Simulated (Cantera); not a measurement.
Ignition delay

Mixture: CH3OH : O2 : N2 = 1 : 3.33 : 12.5 (molar parts), equivalence ratio 0.45, at 9000 Torr, adiabatic and at constant volume. Ignition delay is the time to a rise of 400 K.

Model: GRI-Mech 3.0 (53 species, 325 reactions), integrated in Cantera. GRI-Mech 3.0 was tuned for natural gas; its chemistry of methanol as a main component is partial and can be far from experiment. The pressure lies above the range GRI-Mech 3.0 was tuned for (to about 10 atm).

```json
[
 {"T0 (K)": "1075", "delay (ms)": "16.3"},
 {"T0 (K)": "1125", "delay (ms)": "5.93"},
 {"T0 (K)": "1175", "delay (ms)": "2.35"},
 {"T0 (K)": "1225", "delay (ms)": "1.01"},
 {"T0 (K)": "1275", "delay (ms)": "0.467"},
 {"T0 (K)": "1325", "delay (ms)": "0.232"},
 {"T0 (K)": "1375", "delay (ms)": "0.122"},
 {"T0 (K)": "1425", "delay (ms)": "0.0686"},
 {"T0 (K)": "1475", "delay (ms)": "0.0407"},
 {"T0 (K)": "1525", "delay (ms)": "0.0253"}
]
```

The apparent activation energy between 1425 and 1525 K comes out as 180 kJ/mol.
